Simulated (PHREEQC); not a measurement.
# Leach liquor: an equilibrium model

Consider water at 25 °C with 0.0024 mol/kgw H2SO4, 0.0004 mol/kgw ZnSO4 and 0.0022 mol/kgw MnSO4. Closed to the air; pH follows from the charge balance.

All values are PHREEQC results (ion-association model, phreeqc.dat), not measurements.

The pH is 2.45 and the ionic strength is 0.0137 mol/kgw. The specific conductance comes out as 1980 µS/cm. The total alkalinity comes out as -4.80 meq/kg.

| species | molality | activity | log γ |
|---|---|---|---|
| H+ | 0.00393 | 0.00355 | -0.044 |
| SO4-2 | 0.00357 | 0.00225 | -0.201 |
| Mn+2 | 0.00175 | 0.00112 | -0.194 |
| HSO4- | 0.000874 | 0.000776 | -0.051 |
| MnSO4 | 0.000448 | 0.000449 | 0.001 |
| Zn+2 | 0.000298 | 0.000188 | -0.200 |
| ZnSO4 | 9.90e-5 | 9.93e-5 | 0.001 |
| Zn(SO4)2-2 | 2.92e-6 | 1.82e-6 | -0.205 |

This is a speciation only: nothing precipitates in the calculation.
